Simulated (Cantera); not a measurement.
Input: 1 mol MgO, 22 mol Cl2, 16 mol N2, held at 8600 Pa.

Method: chemical equilibrium by Gibbs-energy minimisation in Cantera with the NASA 1993 tables (ideal gas, pure condensed phases). Candidate condensed phases: Mg, MgCl2, MgO; 18 gas species. Kinetics and transport are ignored. All values below are at 1150 K.

Base state: Cl2 0.544, N2 0.415, MgCl2 0.0231, O2 0.0115, Cl 0.00689, NO 2.23e-5 (mole fractions); condensed: MgO(s).

Question: What changes in the equilibrium state with this change: MgO replaced by B2O3?

Answer: 
```
species        before     after
------------  -------  --------
Cl2             0.544     0.573
N2              0.415     0.420
Cl            0.00689   0.00708
MgCl2          0.0231         0
O2             0.0115  0.000121
BCl3                0  0.000129
B3O3Cl3             0   3.38e-5
NO            2.23e-5   2.30e-6
MgO(s), mol     0.109         0
B2O3(l), mol        0     0.996
```
Further candidate phases: B, BN, B2O3.
